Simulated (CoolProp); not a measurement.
Vapour-liquid equilibrium of R152A (1) + n-pentane (2) at 269.3 K; x and y are mole fractions of (1).

Computed with CoolProp (multi-fluid Helmholtz-energy mixture model, Outcalt 1996 and Thol 2019; pair parameters Bell 2016).

```csv
x,bubble pressure (kPa),y at the bubble point,dew pressure at overall composition x (kPa),liquid density (mol/L)
0.05,65.57,0.695,21.53,9.165
0.15,126.8,0.850,24.05,9.517
0.25,161.0,0.887,27.23,9.898
0.35,179.1,0.903,31.36,10.31
0.45,188.6,0.910,36.97,10.77
0.55,194.4,0.916,45.01,11.28
0.65,199.5,0.921,57.46,11.86
0.75,205.7,0.930,79.32,12.51
0.85,213.8,0.946,126.8,13.27
0.95,224.0,0.976,215.5,14.15
```

No azeotrope shows between x = 0.05 and 0.95.

Pair parameters are fitted to limited data, so mixtures are less certain than the pure fluids. With so large a gap from Raoult's law the liquid may split in two, which this calculation doesn't test in full.
